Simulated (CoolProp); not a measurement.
R410A along the isotherm 293 K: fugacity coefficient from the reference equation and from simpler models built on Tc = 344.5 K, pc = 4901 kPa, ω = 0.296; each cubic takes its own stable root.

Values from CoolProp's reference Helmholtz-energy equation of state, Lemmon 2003. It is a pseudo-pure fit of the blend.

```csv
p (kPa),phase,reference
77.5,gas,0.9894
159,gas,0.9783
327,gas,0.9555
671,gas,0.9091
2830,liquid,0.4254
5810,liquid,0.2245
11900,liquid,0.1287
24500,liquid,0.08596
```

**Question.** How far does each simpler model (Soave-Redlich-Kwong, Peng-Robinson) lie from the reference over these 8 states: mean and median of the absolute difference, and the worst?

**Answer.** 
- Soave-Redlich-Kwong: mean 5.5 %, median 3.5 %, worst +17.6 % at 293 K and 24500 kPa
- Peng-Robinson: mean 2.2 %, median 1.7 %, worst +6.1 % at 293 K and 24500 kPa
